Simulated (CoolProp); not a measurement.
Vapour-liquid equilibrium of ethylbenzene (1) + n-nonane (2) at 0.00159 MPa; x and y are mole fractions of (1).

The numbers come from the multi-fluid Helmholtz-energy mixture model, Zhou 2012 and Lemmon 2006; pair parameters Bell 2016 in CoolProp.

Task: Give the bubble temperature and the first vapour's composition at x = 0.2, 0.65, 0.8. Is there an azeotrope?

Result: x = 0.2: 310.2 K, y = 0.392; x = 0.65: 304.2 K, y = 0.783; x = 0.8: 303.1 K, y = 0.870. No azeotrope shows between x = 0.05 and 0.95.

Pair parameters are fitted to limited data, so mixtures are less certain than the pure fluids.
